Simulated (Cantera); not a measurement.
A closed system holds: 1 mol CaCO3, 2.8 mol H2, 0.047 mol CO2, at 0.000750 bar.

Method: chemical equilibrium by Gibbs-energy minimisation in Cantera with the NASA 1993 tables (ideal gas, pure condensed phases). Candidate condensed phases: C, C6H6, C7H8, C8H18, Ca, CaCO3, CaO, Ca(OH)2, H2O; 115 gas species. Rates play no part.

log p: log10 of the partial pressure in bar; n: condensed amount in mol.

```
T (°C)  log p H2  log p CO  log p H2O  log p CO2   log p CH4  n CaCO3(calcite)  n CaO(s)
------  --------  --------  ---------  ---------  ----------  ----------------  --------
477        -3.26     -4.15      -4.15      -4.26  (withheld)             0.487     0.513
502        -3.35     -4.01      -4.01      -3.97  (withheld)                 0      1.00
527        -3.35     -3.99      -3.99      -4.00  (withheld)                 0      1.00
552        -3.36     -3.97      -3.97      -4.02  (withheld)                 0      1.00
577        -3.36     -3.95      -3.95      -4.04  (withheld)                 0      1.00
602        -3.37     -3.93      -3.93      -4.07  (withheld)                 0      1.00
627        -3.37     -3.91      -3.91      -4.09  (withheld)                 0      1.00
652        -3.38     -3.90      -3.90      -4.11  (withheld)                 0      1.00
677        -3.38     -3.88      -3.88      -4.13  (withheld)                 0      1.00
702        -3.39     -3.87      -3.87      -4.16  (withheld)                 0      1.00
727        -3.39     -3.86      -3.86      -4.18  (withheld)                 0      1.00
```

Question: Fill in the missing entries.

Answer: 
- 477, log p CH4: -7.31
- 502, log p CH4: -8.08
- 527, log p CH4: -8.56
- 552, log p CH4: -9.02
- 577, log p CH4: -9.45
- 602, log p CH4: -9.86
- 627, log p CH4: -10.24
- 652, log p CH4: -10.60
- 677, log p CH4: -10.95
- 702, log p CH4: -11.28
- 727, log p CH4: -11.59
